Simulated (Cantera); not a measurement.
**Carbothermic reduction: Fe3O4 + CO + H2**

A closed system holds: 1 mol Fe3O4, 10 mol CO, 0.15 mol H2, held at 1273.15 K and 7.50 Torr.

Equilibrium computed with Cantera from the NASA thermochemical tables; the gas is ideal and each condensed phase is pure. Candidate condensed phases: C, C6H6, C7H8, C8H18, Fe, Fe(CO)5, FeO, Fe(OH)2, Fe(OH)3, Fe2O3, Fe3O4, H2O; 114 gas species. Mutual solubility and eutectic melting of coexisting phases are not modelled. The tables' stoichiometric FeO is somewhat more stable than real wüstite, so its field is too wide. FeO: taken at fixed stoichiometry. Equilibrium is a limit: real reactors are often held back by kinetics, nucleation or transport.

```yaml
x(CO): 0.828
x(CO2): 0.157
x(H2): 0.0112
x(H2O): 0.00354
n(Fe(γ)): 0.632 mol
n(FeO(s)): 2.37 mol
gas_amount: 10.15 mol
log10 activity of C(graphite) (absent): -3.50
log10 activity of Fe(OH)2(s) (absent): -9.78
log10 activity of Fe(OH)3(s) (absent): -17.09
```
